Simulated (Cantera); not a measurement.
Feed: 1 mol SiO2, 680 mol H2, held at 475 °C and 18.0 mbar.

Equilibrium computed with Cantera from the NASA thermochemical tables; the gas is ideal and each condensed phase is pure. Candidate condensed phases: H2O, Si, SiO2; 18 gas species. Kinetics and transport are ignored.

Base state: H2 1.00 (mole fractions); condensed: SiO2(α-quartz).

Question: What changes in the equilibrium state with this change: SiO2 replaced by NiS?

Answer: 
```tsv
species	before	after
H2	1.00	1.000
H2S	0	0.000490
SiO2(α-quartz), mol	1.00	0
Ni3S2(s), mol	0	0.333
```
Further candidate phases: Ni, NiS, NiS2, Ni3S2, Ni3S4, S.
